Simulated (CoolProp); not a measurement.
R124 at 298.15 K and 4.19 MPa flows at 0.5 m/s in a round tube of 4.6 mm bore and 1.5 µm roughness, fully developed (64/Re and Nu = 3.66 if laminar; Colebrook and Gnielinski if turbulent). Each further row changes one setting.

Model: reference Helmholtz-energy equation of state, de Vries 1995, in CoolProp.

```json
[
 {"case": "as stated", "Reynolds number": "11800", "Darcy friction factor": "0.0301", "pressure drop (Pa/m)": "1120", "heat-transfer coefficient (W/(m² K))": "1180", "mass flow (kg/h)": "41.1"},
 {"case": "velocity 1 m/s", "Reynolds number": "23600", "Darcy friction factor": "0.0256", "pressure drop (Pa/m)": "___", "heat-transfer coefficient (W/(m² K))": "2200", "mass flow (kg/h)": "___"},
 {"case": "diameter 9.2 mm", "Reynolds number": "23600", "Darcy friction factor": "___", "pressure drop (Pa/m)": "471", "heat-transfer coefficient (W/(m² K))": "1090", "mass flow (kg/h)": "164"}
]
```

### Question
Complete the blanks.

### Answer

- velocity 1 m/s, pressure drop (Pa/m): 3830
- velocity 1 m/s, mass flow (kg/h): 82.2
- diameter 9.2 mm, Darcy friction factor: 0.0252

Viscosity comes from a separate model (Bell 2016), an estimate that may be off by 10 % or more. Thermal conductivity comes from a separate model (Huber 2003), an estimate that may be off by 10 % or more.
